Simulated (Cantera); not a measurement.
## Counterflow diffusion flame

A counterflow diffusion flame at 1.40 bar, nozzles 20 mm apart: fuel side CH4 : CO : N2 = 1 : 0.63 : 1.6 (molar parts) at 525 K, oxidiser side O2 : N2 = 0.21 : 0.79 (molar parts) at 675 K, fuel mass flux 1.1 times the oxidiser's; mixture-averaged transport, no radiation.

Cantera simulation using GRI-Mech 3.0 (53 species, 325 reactions); the numbers are that mechanism's predictions, not measurements. GRI-Mech 3.0 has no aromatics or soot, which form on the fuel side of real flames. The maximum strain rate includes the flame's own expansion and is several times the mean.

```
oxidiser flux (kg/m²/s)  max strain (1/s)  mean strain (1/s)  T max (K)  peak x OH  peak x H  peak x NO  peak x CO  peak x C2H2
-----------------------  ----------------  -----------------  ---------  ---------  --------  ---------  ---------  -----------
0.35                                  187               49.0       2101    0.00637   0.00286   0.000266      0.195      0.00619
0.45                                  236               63.0       2089    0.00642   0.00300   0.000252      0.195      0.00588
0.58                                  299               81.2       2077    0.00645   0.00313   0.000235      0.195      0.00557
0.76                                  386                106       2064    0.00646   0.00328   0.000217      0.195      0.00528
0.98                                  491                137       2052    0.00648   0.00343   0.000199      0.195      0.00505
1.3                                   642                182       2036    0.00644   0.00357   0.000177      0.195      0.00476
1.6                                   782                224       2024    0.00639   0.00366   0.000159      0.195      0.00454
2.1                                  1010                294       2007    0.00629   0.00377   0.000136      0.195      0.00421
```
x: mole fraction; the columns are a selection and need not sum to one.
